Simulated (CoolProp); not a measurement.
Values from CoolProp's reference Helmholtz-energy equation of state, Lemmon 2006. It is a short technical equation, of lower accuracy than the large ones.

For isohexane, give the phase and the cp (kJ/(kg K)), cv (kJ/(kg K)) at 506 K and 101 kPa.


- 506 K and 101 kPa: gas; cp 2.58, cv 2.48
